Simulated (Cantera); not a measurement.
Feed: 1 mol MgCO3, 3.6 mol CO2, equilibrated at 1450 K and 133 Pa.

Method: chemical equilibrium by Gibbs-energy minimisation in Cantera with the NASA 1993 tables (ideal gas, pure condensed phases). Candidate condensed phases: C, Mg, MgCO3, MgO; 15 gas species. Equilibrium is a limit: real reactors are often held back by kinetics, nucleation or transport.

Base state: CO2 0.997, CO 0.00196, O2 0.000981 (mole fractions); condensed: MgO(s).

What changes in the equilibrium state with this change: temperature from 1450 K to 1500 K?


| species | before | after |
|---|---|---|
| CO2 | 0.997 | 0.995 |
| CO | 0.00196 | 0.00329 |
| O2 | 0.000981 | 0.00164 |
| MgO(s), mol | 1.00 | 1.00 |

What changes in the equilibrium state with this change: temperature from 1450 K to 1973.15 K?


```json
[
 {"species": "CO2", "before": "0.997", "after": "0.838"},
 {"species": "CO", "before": "0.00196", "after": "0.106"},
 {"species": "O2", "before": "0.000981", "after": "0.0516"},
 {"species": "Mg", "before": "<1e-9", "after": "0.000219"},
 {"species": "O", "before": "1.72e-6", "after": "0.00338"},
 {"species": "MgO(s), mol", "before": "1.00", "after": "0.999"}
]
```
